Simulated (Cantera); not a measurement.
Charge: 1 mol SiF4, a varied amount of NH3, 3.7 mol N2, held at 725 K and 6.60 mbar.

These are equilibrium values from Cantera (NASA tables, ideal gas, pure condensed phases), not measurements of a reactor. Candidate condensed phases: Si, Si3N4; 37 gas species. Equilibrium is a limit: real reactors are often held back by kinetics, nucleation or transport.

log p: log10 of the partial pressure in bar; n: condensed amount in mol.

```json
[
 {"n(NH3) (mol)": "5.5", "log p H2": "-2.46", "log p N2": "-2.57", "log p SiF4": "-3.38", "log p HF": "-6.72", "log p NH3": "-7.14", "n Si3N4(s)": "[?]"},
 {"n(NH3) (mol)": "7.1", "log p H2": "-2.43", "log p N2": "-2.60", "log p SiF4": "-3.46", "log p HF": "-6.73", "log p NH3": "-7.11", "n Si3N4(s)": "[?]"},
 {"n(NH3) (mol)": "9.2", "log p H2": "-2.40", "log p N2": "-2.62", "log p SiF4": "-3.54", "log p HF": "-6.74", "log p NH3": "-7.08", "n Si3N4(s)": "[?]"},
 {"n(NH3) (mol)": "12", "log p H2": "-2.38", "log p N2": "-2.65", "log p SiF4": "-3.64", "log p HF": "-6.76", "log p NH3": "-7.06", "n Si3N4(s)": "[?]"},
 {"n(NH3) (mol)": "15", "log p H2": "-2.37", "log p N2": "-2.67", "log p SiF4": "-3.72", "log p HF": "-6.77", "log p NH3": "-7.05", "n Si3N4(s)": "[?]"},
 {"n(NH3) (mol)": "20", "log p H2": "-2.35", "log p N2": "-2.69", "log p SiF4": "-3.83", "log p HF": "-6.80", "log p NH3": "-7.04", "n Si3N4(s)": "[?]"},
 {"n(NH3) (mol)": "25", "log p H2": "-2.34", "log p N2": "-2.71", "log p SiF4": "-3.92", "log p HF": "-6.82", "log p NH3": "-7.04", "n Si3N4(s)": "[?]"},
 {"n(NH3) (mol)": "32", "log p H2": "-2.34", "log p N2": "-2.72", "log p SiF4": "-4.02", "log p HF": "-6.84", "log p NH3": "-7.03", "n Si3N4(s)": "[?]"}
]
```

Some entries are withheld; supply them.


- 5.5, n Si3N4(s): 0
- 7.1, n Si3N4(s): 3.81e-5
- 9.2, n Si3N4(s): 4.57e-5
- 12, n Si3N4(s): 5.53e-5
- 15, n Si3N4(s): 6.50e-5
- 20, n Si3N4(s): 8.04e-5
- 25, n Si3N4(s): 9.50e-5
- 32, n Si3N4(s): 0.000114
